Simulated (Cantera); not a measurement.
Source: NASA polynomial tables (part measured, part estimated), evaluated in Cantera. Values are per mole of reaction as written; species without (g) are pure solids or liquids, kept so even where they would boil at 1 bar.

Ti + O2(g) = TiO2

| T (K) | ΔH° (kJ) | ΔS° (J/K) | ΔG° (kJ) | log10 K |
|---|---|---|---|---|
| 300 | -944.8 | -185.6 | -889.1 | 154.80 |
| 525 | -943.4 | -182.4 | -847.6 | 84.33 |
| 625 | -942.5 | -180.8 | -829.5 | 69.32 |
| 725 | -941.5 | -179.4 | -811.5 | 58.46 |
| 825 | -940.6 | -178.2 | -793.6 | 50.25 |
| 925 | … | … | … | … |
| 1025 | -939.0 | -176.4 | -758.2 | 38.64 |
| 1125 | … | … | … | … |

Q: Some entries are withheld; supply them.

A: 
- 925, ΔH° (kJ): -939.8
- 925, ΔS° (J/K): -177.2
- 925, ΔG° (kJ): -775.8
- 925, log10 K: 43.81
- 1125, ΔH° (kJ): -938.7
- 1125, ΔS° (J/K): -176.1
- 1125, ΔG° (kJ): -740.5
- 1125, log10 K: 34.38
